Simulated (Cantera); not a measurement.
A perfectly stirred reactor is fed with NH₃ : N₂ = 1 : 0.59 (molar parts), at 8700 Pa; it is held at 2298 K, and followed from long to short residence time.

Detailed kinetics in Cantera: the gas-phase N/H chemistry of the illustrative SiF4/NH3 mechanism in the Surface Chemkin manual (1991). Walls and surfaces, which speed up NH3 decomposition in real reactors, are not modelled.

x: mole fraction; the columns are a selection and need not sum to one.

```tsv
τ (s)	x NH₃	x N₂H₂	x NH₂	x N₂H₄	x N	x H₂
17	8.49e-5	1.73e-9	1.07e-5	<1e-12	1.71e-5	0.561
6.9	[?]	[?]	[?]	1.90e-12	[?]	0.564
2.9	0.000778	2.30e-8	4.91e-5	1.19e-11	1.98e-5	0.569
1.2	[?]	[?]	[?]	1.12e-10	[?]	0.570
0.50	0.0193	3.20e-7	0.000316	4.95e-10	8.24e-6	0.559
0.21	0.0486	8.21e-7	0.000578	1.66e-9	7.69e-6	0.532
0.087	0.108	1.97e-6	0.000994	4.91e-9	7.38e-6	0.478
0.036	0.210	4.24e-6	0.00158	1.24e-8	6.89e-6	0.383
0.015	0.344	7.72e-6	0.00226	2.54e-8	5.93e-6	0.260
0.0063	0.467	1.15e-5	0.00292	4.23e-8	4.38e-6	0.147
```

Problem. What belongs in the gaps?

Solution. 
- 6.9, x NH₃: 0.000185
- 6.9, x N₂H₂: 5.31e-9
- 6.9, x NH₂: 1.97e-5
- 6.9, x N: 2.28e-5
- 1.2, x NH₃: 0.00574
- 1.2, x N₂H₂: 1.08e-7
- 1.2, x NH₂: 0.000151
- 1.2, x N: 1.04e-5
